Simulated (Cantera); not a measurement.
Charge: 1 mol Si, 27 mol HBr, 74 mol N2, equilibrated at 0.00133 bar.

Cantera equilibrium calculation (NASA polynomials, part measured and part estimated; ideal gas, pure solids and liquids). Candidate condensed phases: Br2, Si, Si3N4; 28 gas species. The tables' values for SiBr3 are old estimates; treat these amounts as uncertain. Kinetics and transport are ignored.

x: gas mole fraction; nothing condenses.

```csv
T (°C),x N2,x HBr,x Br,x H2,x SiBr4,x SiBr2,x SiBr3
577,0.740,0.230,6.85e-6,0.0200,0.01000,2.14e-8,4.73e-7
627,0.740,0.230,2.25e-5,0.0200,0.01000,1.95e-7,1.83e-6
677,0.740,0.230,6.55e-5,0.0200,0.00999,1.39e-6,6.14e-6
727,0.740,0.230,___,0.0201,0.00997,___,1.82e-5
777,0.740,0.230,0.000408,0.0201,0.00990,4.01e-5,4.83e-5
827,0.740,0.229,0.000899,0.0202,0.00970,0.000168,0.000116
877,0.739,0.229,0.00186,0.0202,0.00914,0.000590,0.000245
927,0.737,0.229,0.00364,0.0199,0.00785,0.00166,0.000438
977,0.735,0.229,0.00680,0.0194,0.00572,0.00357,0.000623
1027,0.731,0.228,___,0.0195,___,___,0.000684
1077,0.727,0.223,0.0189,0.0211,0.00152,0.00771,0.000592
1127,0.723,0.215,0.0276,0.0244,0.000580,0.00876,0.000432
1177,0.719,0.204,0.0379,0.0290,0.000206,0.00922,0.000290
```

Some entries are withheld; supply them.


- 1027, x Br: 0.0119
- 1027, x SiBr4: 0.00333
- 1027, x SiBr2: 0.00586
- 727, x Br: 0.000171
- 727, x SiBr2: 8.16e-6
